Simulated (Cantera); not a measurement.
Cantera run:

```python
import numpy as np
import cantera as ct

gas_names = """
    CL CL2 H HCL H2 Si SiCL SiCL2 SiCL3 SiCL4 SiH SiHCL3 SiH2 SiH2CL2 SiH3 SiH3CL SiH4 Si2 Si3
""".split()
cond_names = """
    Si(cr) Si(L)
""".split()


# ... load() reads the species with a 1 bar reference pressure and builds the phases ...
atoms = {
    'Si3H8': {'Si': 3, 'H': 8},
    'HCl': {'H': 1, 'CL': 1},
    'H2': {'H': 2},
}
top_T = {}  # K; cautious upper limits of use, not melting points


# ... equilibrate(T, P, feed) seeds the gas with the atoms and calls Mixture.equilibrate('TP', solver="vcs", rtol=1e-11, max_steps=5000) ...
results = []
feed = {'Si3H8': 1, 'HCl': 2.2, 'H2': 54}  # mol
T = 1000  # K
for P in [100, 230, 540, 1300, 2900, 6800, 16000, 37000, 86000, 200000]:
    mix = equilibrate(T, P, feed)
    results.append((T, P, feed, dict(zip(mix.species_names, mix.species_moles))))
    x = sorted(zip(gas.X, gas.species_names), reverse=True)
    print(f"T = {T:g} K  P = {P:g} Pa  gas = {mix.phase_moles(0):.4g} mol")
    print("   x: " + "  ".join(f"{s} {v:.3e}" for v, s in x if v > 1e-05))
    print("   condensed (mol): " + ("  ".join(f"{mix.phase(i).name} {mix.phase_moles(i):.4g}"
          for i in range(1, mix.n_phases) if mix.phase_moles(i) > 1e-12) or "none"))
```

Output:

```
T = 1000 K  P = 100 Pa  gas = 60.05 mol
   x: H2 9.716e-01  HCL 2.471e-02  SiCL4 1.844e-03  SiCL2 1.068e-03  SiHCL3 5.108e-04  SiCL3 2.851e-04  SiH2CL2 1.527e-05
   condensed (mol): Si(cr) 2.776
T = 1000 K  P = 230 Pa  gas = 59.99 mol
   x: H2 9.739e-01  HCL 2.169e-02  SiCL4 2.507e-03  SiCL2 8.212e-04  SiHCL3 7.932e-04  SiCL3 2.916e-04  SiH2CL2 2.707e-05
   condensed (mol): Si(cr) 2.734
T = 1000 K  P = 540 Pa  gas = 59.93 mol
   x: H2 9.762e-01  HCL 1.855e-02  SiCL4 3.135e-03  SiHCL3 1.162e-03  SiCL2 5.993e-04  SiCL3 2.785e-04  SiH2CL2 4.649e-05
   condensed (mol): Si(cr) 2.687
T = 1000 K  P = 1300 Pa  gas = 59.87 mol
   x: H2 9.785e-01  HCL 1.550e-02  SiCL4 3.656e-03  SiHCL3 1.627e-03  SiCL2 4.171e-04  SiCL3 2.509e-04  SiH2CL2 7.807e-05
   condensed (mol): Si(cr) 2.639
T = 1000 K  P = 2900 Pa  gas = 59.82 mol
   x: H2 9.803e-01  HCL 1.297e-02  SiCL4 3.987e-03  SiHCL3 2.124e-03  SiCL2 2.916e-04  SiCL3 2.191e-04  SiH2CL2 1.220e-04
   condensed (mol): Si(cr) 2.596
T = 1000 K  P = 6800 Pa  gas = 59.77 mol
   x: H2 9.819e-01  HCL 1.061e-02  SiCL4 4.175e-03  SiHCL3 2.723e-03  SiCL2 1.949e-04  SiH2CL2 1.915e-04  SiCL3 1.833e-04
   condensed (mol): Si(cr) 2.553
T = 1000 K  P = 16000 Pa  gas = 59.72 mol
   x: H2 9.833e-01  HCL 8.585e-03  SiCL4 4.198e-03  SiHCL3 3.388e-03  SiH2CL2 2.949e-04  SiCL3 1.486e-04  SiCL2 1.274e-04
   condensed (mol): Si(cr) 2.512
T = 1000 K  P = 37000 Pa  gas = 59.68 mol
   x: H2 9.843e-01  HCL 6.912e-03  SiHCL3 4.084e-03  SiCL4 4.070e-03  SiH2CL2 4.421e-04  SiCL3 1.177e-04  SiCL2 8.249e-05  SiH3CL 1.222e-05
   condensed (mol): Si(cr) 2.474
T = 1000 K  P = 86000 Pa  gas = 59.64 mol
   x: H2 9.851e-01  HCL 5.510e-03  SiHCL3 4.805e-03  SiCL4 3.814e-03  SiH2CL2 6.529e-04  SiCL3 9.082e-05  SiCL2 5.238e-05  SiH3CL 2.265e-05
   condensed (mol): Si(cr) 2.437
T = 1000 K  P = 200000 Pa  gas = 59.6 mol
   x: H2 9.856e-01  SiHCL3 5.510e-03  HCL 4.354e-03  SiCL4 3.454e-03  SiH2CL2 9.481e-04  SiCL3 6.828e-05  SiH3CL 4.165e-05  SiCL2 3.269e-05
   condensed (mol): Si(cr) 2.401
```

Method: chemical equilibrium by Gibbs-energy minimisation in Cantera with the NASA 1993 tables (ideal gas, pure condensed phases). The feed counts by its element totals alone. The tables' values for SiCl3 are old estimates; treat these amounts as uncertain.
